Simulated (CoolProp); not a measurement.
Properties of carbon monoxide at several states (Tc = -140.3 °C, pc = 3498 kPa, ω = 0.050).

Values from CoolProp's reference Helmholtz-energy equation of state, Lemmon 2006. It is a short technical equation, of lower accuracy than the large ones.

```tsv
T (°C)	p (kPa)	phase	cv (kJ/(kg K))	speed of sound (m/s)	Joule-Thomson coefficient (K/MPa)	isothermal compressibility (1/MPa)	expansivity (1/kK)
-153.15	266	gas	0.7563	219.1	12.78	3.900	9.236
75.95	195	gas	0.7463	381.0	1.795	5.128	2.875
157.85	7980	supercritical	0.7647	444.6	0.6460	0.1211	2.421
44.25	8790	supercritical	0.7634	385.6	1.487	0.1113	3.662
```
